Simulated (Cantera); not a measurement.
An adiabatic, constant-volume homogeneous reactor starts with CH4 : C2H6 : O2 : N2 = 1 : 0.03 : 3.97 : 14.9 (molar parts), equivalence ratio 0.53, at 1573 K and 11.0 bar. Integrator tolerance rtol = 1e-08.

Detailed kinetics in Cantera: GRI-Mech 3.0 (53 species, 325 reactions).

Q: What does this change do: initial temperature 1573 to 1475 K?

A: 
```tsv
quantity	before	after
time of steepest temperature rise	43.4 µs	0.103 ms
temperature at 1.00 s	2750 K	2690 K
equilibrium temperature	2750 K	2690 K
x(CH4) at 1.00 s	<1e-12 (gas-phase equilibrium <1e-12)	<1e-12 (gas-phase equilibrium <1e-12)
x(C2H6) at 1.00 s	<1e-12 (gas-phase equilibrium <1e-12)	<1e-12 (gas-phase equilibrium <1e-12)
x(O2) at 1.00 s	0.0816 (gas-phase equilibrium 0.0816)	0.0825 (gas-phase equilibrium 0.0825)
x(OH) at 1.00 s	0.0109 (gas-phase equilibrium 0.0109)	0.00932 (gas-phase equilibrium 0.00932)
x(HCO) at 1.00 s	5.41e-9 (gas-phase equilibrium 5.41e-9)	3.20e-9 (gas-phase equilibrium 3.20e-9)
```

Q: What does this change do: pressure from 11.0 bar to 1.01 bar?

A: 
```csv
quantity,before,after
time of steepest temperature rise,43.4 µs,0.222 ms
temperature at 1.00 s,2750 K,2649 K
equilibrium temperature,2750 K,2649 K
x(CH4) at 1.00 s,<1e-12 (gas-phase equilibrium <1e-12),<1e-12 (gas-phase equilibrium <1e-12)
x(C2H6) at 1.00 s,<1e-12 (gas-phase equilibrium <1e-12),<1e-12 (gas-phase equilibrium <1e-12)
x(O2) at 1.00 s,0.0816 (gas-phase equilibrium 0.0816),0.0829 (gas-phase equilibrium 0.0829)
x(OH) at 1.00 s,0.0109 (gas-phase equilibrium 0.0109),0.0149 (gas-phase equilibrium 0.0149)
x(HCO) at 1.00 s,5.41e-9 (gas-phase equilibrium 5.41e-9),3.43e-9 (gas-phase equilibrium 3.43e-9)
```

Q: What does this change do: initial temperature 1573 to 1700 K?

A: 
```tsv
quantity	before	after
time of steepest temperature rise	43.4 µs	16.3 µs
temperature at 1.00 s	2750 K	2824 K
equilibrium temperature	2750 K	2824 K
x(CH4) at 1.00 s	<1e-12 (gas-phase equilibrium <1e-12)	<1e-12 (gas-phase equilibrium <1e-12)
x(C2H6) at 1.00 s	<1e-12 (gas-phase equilibrium <1e-12)	<1e-12 (gas-phase equilibrium <1e-12)
x(O2) at 1.00 s	0.0816 (gas-phase equilibrium 0.0816)	0.0804 (gas-phase equilibrium 0.0804)
x(OH) at 1.00 s	0.0109 (gas-phase equilibrium 0.0109)	0.0131 (gas-phase equilibrium 0.0131)
x(HCO) at 1.00 s	5.41e-9 (gas-phase equilibrium 5.41e-9)	9.90e-9 (gas-phase equilibrium 9.90e-9)
```
